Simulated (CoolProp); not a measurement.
Hydrogen sulfide at 266.77 K and 0.641 MPa is throttled through a valve to 0.447 MPa with no heat exchange. Each further row changes one setting.

Computed with CoolProp (reference Helmholtz-energy equation of state, Lemmon 2006). It is a short technical equation, of lower accuracy than the large ones.

```csv
case,temperature change (K),final density (kg/m³)
as stated,-4.5,?
outlet pressure 0.134 MPa,-12.1,2.19
outlet pressure 0.581 MPa,?,?
```

Problem. Some entries are withheld; supply them.

Solution. 
- as stated, final density (kg/m³): 7.38
- outlet pressure 0.581 MPa, temperature change (K): -1.4
- outlet pressure 0.581 MPa, final density (kg/m³): 9.62
